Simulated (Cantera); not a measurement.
Cantera run, input and output.

```python
import numpy as np
import cantera as ct

gas = ct.Solution("gri30.yaml")
gas.TPX = 823, 101325, {'CH4': 1, 'O2': 2, 'N2': 7.52, 'CO2': 0.92}
inlet = ct.Reservoir(gas, clone=True)
gas.equilibrate("HP")  # start burning
reactor = ct.IdealGasConstPressureReactor(gas, energy="on", clone=False)
exhaust = ct.Reservoir(gas, clone=True)
tau = [0.21, 0.094, 0.043, 0.02, 0.0089, 0.0041, 0.0018, 0.00084, 0.00038, 0.00018, 8e-05, 3.6e-05, 1.7e-05][0]
for a, b in ((inlet, reactor), (reactor, exhaust)):
    ct.MassFlowController(a, b, mdot=lambda t: reactor.mass / tau)
net = ct.ReactorNet([reactor])
show = ['CH4', 'O2', 'CO2', 'OH', 'NO', 'CH2O']

rows = []
print(f"{'tau/s':>10s}{'T/K':>9s}" + "".join(f"{s:>11s}" for s in show))
for tau in [0.21, 0.094, 0.043, 0.02, 0.0089, 0.0041, 0.0018, 0.00084, 0.00038, 0.00018, 8e-05, 3.6e-05, 1.7e-05]:
    net.initial_time = 0.0
    net.advance(30 * tau)
    before = gas.X
    net.advance(40 * tau)
    drift = np.max(np.abs(gas.X - before) / (gas.X + 1e-9))
    rows.append([gas.T, *gas[show].X, drift])
    print(f"{tau:10.3e}{gas.T:9.1f}" + "".join(f"{x:11.3e}" for x in gas[show].X))
```

It prints:

```
     tau/s      T/K        CH4         O2        CO2         OH         NO       CH2O
 2.100e-01   2326.9  1.047e-06  1.006e-02  1.442e-01  5.008e-03  2.511e-03  1.936e-07
 9.400e-02   2322.8  2.235e-06  1.057e-02  1.437e-01  5.167e-03  2.001e-03  4.142e-07
 4.300e-02   2313.9  4.537e-06  1.137e-02  1.426e-01  5.431e-03  1.435e-03  8.399e-07
 2.000e-02   2296.9  8.727e-06  1.257e-02  1.406e-01  5.841e-03  9.487e-04  1.601e-06
 8.900e-03   2266.4  1.668e-05  1.440e-02  1.373e-01  6.474e-03  5.813e-04  2.985e-06
 4.100e-03   2224.4  3.017e-05  1.669e-02  1.330e-01  7.232e-03  3.561e-04  5.186e-06
 1.800e-03   2168.3  5.668e-05  1.956e-02  1.277e-01  8.058e-03  2.115e-04  9.179e-06
 8.400e-04   2109.6  1.044e-04  2.245e-02  1.225e-01  8.684e-03  1.332e-04  1.582e-05
 3.800e-04   2045.9  2.070e-04  2.566e-02  1.172e-01  9.035e-03  8.470e-05  2.903e-05
 1.800e-04   1986.2  4.224e-04  2.913e-02  1.122e-01  8.932e-03  5.621e-05  5.478e-05
 8.000e-05   1919.4  1.057e-03  3.479e-02  1.055e-01  7.951e-03  3.500e-05  1.236e-04
 3.600e-05    823.0  8.741e-02  1.748e-01  8.042e-02  1.921e-17  6.940e-20  6.407e-16
 1.700e-05    823.0  8.741e-02  1.748e-01  8.042e-02  8.742e-18  1.695e-24  1.406e-16
```

Computed with Cantera and GRI-Mech 3.0 (53 species, 325 reactions).
